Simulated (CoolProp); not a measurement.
A Linde-Hampson liquefier for methane: isothermal reversible compression at 290 K from 1 atm to 40 MPa, throttling to 1 atm, return gas leaving the recuperator 2 K below the feed. Each further row changes one setting.

Values from CoolProp's reference Helmholtz-energy equation of state, Setzmann 1991.

```
case                        liquid yield per pass  compression work (kJ/kg of gas)
--------------------------  ---------------------  -------------------------------
as stated                                     [?]                              840
high pressure 80 MPa                          [?]                              976
warm-end temperature 320 K                    [?]                              [?]
warm-end gap 7 K                              [?]                              840
```

**Question.** Fill in the missing entries.

**Answer.** 
- as stated, liquid yield per pass: 0.264
- high pressure 80 MPa, liquid yield per pass: 0.235
- warm-end temperature 320 K, liquid yield per pass: 0.211
- warm-end temperature 320 K, compression work (kJ/kg of gas): 950
- warm-end gap 7 K, liquid yield per pass: 0.255
